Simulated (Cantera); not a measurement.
Cantera with NASA thermochemical tables; ideal gases at 1 bar, condensed phases pure. Values are per mole of reaction as written; species without (g) are pure solids or liquids, kept so even where they would boil at 1 bar.

### Question
Between 300 and 2125 K, where is each reaction favourable under standard conditions?
- SiO(g) + 2 Cl₂(g) → SiCl₄(g) + O(g)
- SiCl₂(g) → Cl₂(g) + Si(g)

### Answer
- SiO(g) + 2 Cl₂(g) → SiCl₄(g) + O(g): ΔG° is -263 kJ at 300 K and 0 kJ at 2125 K; it changes sign between 1975 and 2125 K. ΔH° is -284 kJ and ΔS° -134 J/K at 2125 K.
- SiCl₂(g) → Cl₂(g) + Si(g): ΔG° is 586 kJ at 300 K and 381 kJ at 2125 K; it stays positive (K < 1). ΔH° is 622 kJ and ΔS° 113 J/K at 2125 K.
